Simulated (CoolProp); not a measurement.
Properties of CHF3 (R23) along the isobar 0.101 MPa (Tc = 26.1 °C, pc = 4.832 MPa, ω = 0.263).

Values from CoolProp's reference Helmholtz-energy equation of state, Penoncello 2003.

```
T (°C)  phase  density (kg/m³)  cp (kJ/(kg K))  isothermal compressibility (1/MPa)  viscosity (µPa s)  conductivity (mW/(m K))
------  -----  ---------------  --------------  ----------------------------------  -----------------  -----------------------
-52.35    gas            3.942          0.6555                               10.14               11.0                     9.49
-27.25    gas            3.512          0.6726                               10.06               12.3                     10.8
-2.15     gas            3.172          0.7012                               10.01               13.6                     12.2
22.95     gas            2.895          0.7339                               9.980               14.8                     13.5
48.05     gas            2.664          0.7680                               9.960               16.0                     14.8
73.15     gas            2.467          0.8024                               9.946               17.2                     16.2
98.15     gas            2.299          0.8361                               9.936               18.3                     17.5
123.25    gas            2.151          0.8690                               9.928               19.4                     18.9
148.35    gas            2.022          0.9007                               9.922               20.4                     20.2
173.45    gas            1.908          0.9310                               9.918               21.5                     21.6
```

Viscosity comes from a separate model (Shan 2000). Thermal conductivity comes from a separate model (Shan 2000).
